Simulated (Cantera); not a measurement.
Input: 1 mol SiCl4, a varied amount of NH3, at 0.0100 bar.

Cantera equilibrium calculation (NASA polynomials, part measured and part estimated; ideal gas, pure solids and liquids). Candidate condensed phases: NH4Cl, Si, Si3N4; 28 gas species. The tables' values for SiCl3 are old estimates. Rates play no part.

Problem. What condenses at these points (T in K, n(NH3) in mol): (1500, 7.4); (1200, 11); (1450, 11); (1500, 0.8); (1450, 2.1)?

Solution. 
```tsv
T (K)	n(NH3) in mol	condensed phases	Si condensed (%)
1500	7.4	Si3N4	66.7
1200	11	Si3N4	99.2
1450	11	Si3N4	87.0
1500	0.8	gas only	0.0
1450	2.1	Si3N4	33.2
```
